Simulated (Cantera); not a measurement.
# Low-pressure radical oxidation in H2/O2

An isothermal, constant-pressure homogeneous reactor starts with 0.843 % H2, 99.2 % O2, at 1050 K and 0.0263 atm.

Cantera simulation using GRI-Mech 3.0 (53 species, 325 reactions); the numbers are that mechanism's predictions, not measurements. Radical loss at walls, strong at low pressure, is not modelled.

| t (s) | x H2 | x O2 | x OH | x H | x H2O | x O | x HO2 |
|---|---|---|---|---|---|---|---|
| 1.00e-6 | 0.00843 | 0.992 | <1e-12 | <1e-12 | <1e-12 | <1e-12 | <1e-12 |
| 5.59e-6 | 0.00843 | 0.992 | <1e-12 | 3.14e-12 | <1e-12 | <1e-12 | 3.34e-12 |
| 3.13e-5 | 0.00843 | 0.992 | 4.92e-12 | 1.37e-11 | <1e-12 | 5.05e-12 | 1.87e-11 |
| 0.000175 | 0.00843 | 0.992 | 7.36e-11 | 3.76e-11 | 2.05e-11 | 8.58e-11 | 1.06e-10 |
| 0.000979 | 0.00843 | 0.992 | 1.10e-9 | 2.59e-10 | 1.49e-9 | 1.78e-9 | 6.19e-10 |
| 0.00548 | 0.00841 | 0.992 | 8.78e-6 | 1.92e-6 | 1.75e-5 | 1.53e-5 | 3.25e-7 |
| 0.0306 | 2.03e-5 | 0.989 | 0.000255 | 0.000118 | 0.00824 | 0.00276 | 2.11e-6 |
| 0.171 | 1.95e-6 | 0.991 | 8.12e-5 | 3.97e-6 | 0.00842 | 0.000291 | 6.49e-7 |
| 0.959 | 8.54e-8 | 0.992 | 1.84e-5 | 4.46e-8 | 0.00845 | 1.45e-5 | 8.77e-8 |
| 5.36 | 4.77e-9 | 0.992 | 4.65e-6 | 7.14e-10 | 0.00846 | 9.15e-7 | 8.47e-9 |
| 30.0 | 4.62e-10 | 0.992 | 1.50e-6 | 2.42e-11 | 0.00846 | 9.59e-8 | 1.14e-9 |
x: mole fraction; the columns are a selection and need not sum to one.

Equilibrium at this temperature and pressure: H2 1.90e-11, O2 0.992, OH 3.10e-7, H <1e-12, H2O 0.00846, O 4.10e-9, HO2 7.51e-10 (gas phase only).
